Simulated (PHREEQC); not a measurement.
A solution holds 0.0018 mol Ca(OH)2 per kg of water, at 25 °C. Closed to the air; pH follows from the charge balance.

All values are PHREEQC results (ion-association model, phreeqc.dat), not measurements.

Each row changes one thing in this solution. No solid was allowed to form.

```tsv
case	pH	CaOH+ (mol/kgw)
as made	11.51	7.37e-5
0.00024 mol/kgw KHSO4 added	11.48	6.71e-5
Ca(OH)2 replaced by CaCl2 at the same molality	6.99	2.33e-9
Ca(OH)2 replaced by Ca(NO3)2 at the same molality	6.99	2.33e-9
Ca(OH)2 from 0.0018 to 0.00018 mol/kgw	10.54	9.49e-7
temperature from 25 to 45 °C	10.91	1.91e-5
0.0027 mol/kgw KOH added	11.74	0.000119
temperature from 25 to 80 °C	10.11	2.95e-6
```

Away from 25 °C the constants follow the database's enthalpies or fits; those with neither stay at their 25 °C values.
